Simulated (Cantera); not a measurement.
Input (Python, Cantera) and output of one run.

```python
import numpy as np
import cantera as ct

gas_names = """
    C CO COS CO2 CS CS2 C2 C2O C3 C3O2 C4 C5 Mg MgO MgS Mg2 O O2 O3 S SO SO2 SO3 S2 S2O S8
""".split()
cond_names = """
    C(gr) Mg(cr) Mg(L) MgCO3(s) MgO(s) MgO(L) MgS(s) MgSO4(s) MgSO4(L) S(cr1) S(cr2) S(L)
""".split()


def load(file, names, dense=False):
    # The tables refer to 1 bar. Condensed volumes are neglected.
    table = {s.name: s for s in ct.Species.list_from_file(file)}
    out = []
    for n in names:
        d = dict(table[n].input_data)
        d["thermo"] = dict(d["thermo"], **{"reference-pressure": 1e5})
        if dense:
            d["equation-of-state"] = {"model": "constant-volume", "density": "1e6 g/cm^3"}
        out.append(ct.Species.from_dict(d))
    return out


gas = ct.Solution(thermo="ideal-gas", species=load("nasa_gas.yaml", gas_names))
cond = {s.name: ct.Solution(thermo="fixed-stoichiometry", species=[s], name=s.name)
        for s in load("nasa_condensed.yaml", cond_names, dense=True)}
atoms = {
    'MgSO4': {'Mg': 1, 'S': 1, 'O': 4},
    'CO2': {'C': 1, 'O': 2},
}
top_T = {'C(gr)': 4500, 'MgS(s)': 2250}  # K; cautious upper limits of use, not melting points


def equilibrate(T, P, feed):
    n = {}
    for name, mol in feed.items():
        for a, k in atoms[name].items():
            n[a] = n.get(a, 0.0) + k * mol
    gas.TPX = T, P, n
    mass = sum(n.values()) * gas.mean_molecular_weight
    gas.equilibrate("TP")
    valid = [c for c in cond.values() if c.min_temp <= T <= top_T.get(c.name, c.max_temp)]
    mix = ct.Mixture([(gas, mass / gas.mean_molecular_weight)] + [(c, 0.0) for c in valid])
    mix.T, mix.P = T, P
    mix.equilibrate("TP", solver="vcs", rtol=1e-11, max_steps=5000)
    return mix


results = []
feed = {'MgSO4': 1, 'CO2': 0.89}  # mol
P = 1333.22  # Pa
for T in [525, 675, 825, 975, 1125, 1275, 1425, 1575, 1725, 1875, 2025, 2175]:
    mix = equilibrate(T, P, feed)
    results.append((T, P, feed, dict(zip(mix.species_names, mix.species_moles))))
    x = sorted(zip(gas.X, gas.species_names), reverse=True)
    print(f"T = {T:g} K  P = {P:g} Pa  gas = {mix.phase_moles(0):.4g} mol")
    print("   x: " + "  ".join(f"{s} {v:.3e}" for v, s in x if v > 0.001))
    print("   condensed (mol): " + ("  ".join(f"{mix.phase(i).name} {mix.phase_moles(i):.4g}"
          for i in range(1, mix.n_phases) if mix.phase_moles(i) > 1e-12) or "none"))
```

It prints:

```
T = 525 K  P = 1333.22 Pa  gas = 0.89 mol
   x: CO2 1.000e+00
   condensed (mol): MgCO3(s) 3.89e-12  MgSO4(s) 1
T = 675 K  P = 1333.22 Pa  gas = 0.89 mol
   x: CO2 1.000e+00
   condensed (mol): MgO(s) 7.009e-09  MgSO4(s) 1
T = 825 K  P = 1333.22 Pa  gas = 0.89 mol
   x: CO2 1.000e+00
   condensed (mol): MgO(s) 2.755e-05  MgSO4(s) 1
T = 975 K  P = 1333.22 Pa  gas = 0.9019 mol
   x: CO2 9.868e-01  SO2 8.720e-03  O2 4.360e-03
   condensed (mol): MgO(s) 0.008011  MgSO4(s) 0.992
T = 1125 K  P = 1333.22 Pa  gas = 2.377 mol
   x: SO2 4.101e-01  CO2 3.743e-01  O2 2.050e-01  SO3 1.054e-02
   condensed (mol): MgO(s) 1
T = 1275 K  P = 1333.22 Pa  gas = 2.386 mol
   x: SO2 4.159e-01  CO2 3.730e-01  O2 2.079e-01  SO3 3.185e-03
   condensed (mol): MgO(s) 1
T = 1425 K  P = 1333.22 Pa  gas = 2.389 mol
   x: SO2 4.174e-01  CO2 3.726e-01  O2 2.087e-01  SO3 1.232e-03
   condensed (mol): MgO(s) 1
T = 1575 K  P = 1333.22 Pa  gas = 2.389 mol
   x: SO2 4.179e-01  CO2 3.724e-01  O2 2.090e-01
   condensed (mol): MgO(s) 1
T = 1725 K  P = 1333.22 Pa  gas = 2.391 mol
   x: SO2 4.179e-01  CO2 3.716e-01  O2 2.092e-01
   condensed (mol): MgO(s) 1
T = 1875 K  P = 1333.22 Pa  gas = 2.395 mol
   x: SO2 4.170e-01  CO2 3.686e-01  O2 2.099e-01  CO 3.020e-03
   condensed (mol): MgO(s) 1
T = 2025 K  P = 1333.22 Pa  gas = 2.409 mol
   x: SO2 4.136e-01  CO2 3.585e-01  O2 2.121e-01  CO 1.096e-02  O 3.226e-03  SO 1.445e-03
   condensed (mol): MgO(s) 1
T = 2175 K  P = 1333.22 Pa  gas = 2.446 mol
   x: SO2 4.039e-01  CO2 3.326e-01  O2 2.178e-01  CO 3.125e-02  O 9.309e-03  SO 4.784e-03
   condensed (mol): MgO(s) 0.9994
```

Equilibrium computed with Cantera from the NASA thermochemical tables; the gas is ideal and each condensed phase is pure.
